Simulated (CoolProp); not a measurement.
Vapour-liquid equilibrium of R125 (1) + fluoroethane (R161) (2) at 214.6 K; x and y are mole fractions of (1).

Computed with CoolProp (multi-fluid Helmholtz-energy mixture model, Lemmon 2005 and Wu 2012; pair parameters Bell 2016).

**Question.** Give the bubble pressure and the first vapour's composition at x = 0.05, 0.65, 0.95. Is there an azeotrope?

**Answer.** x = 0.05: 0.3546 bar, y = 0.074; x = 0.65: 0.5229 bar, y = 0.769; x = 0.95: 0.5819 bar, y = 0.962. No azeotrope shows between x = 0.05 and 0.95.

Pair parameters are fitted to limited data, so mixtures are less certain than the pure fluids. The gap from Raoult's law changes sign with composition, which may be real or a fault of the pair parameters; it wasn't checked against measurements.
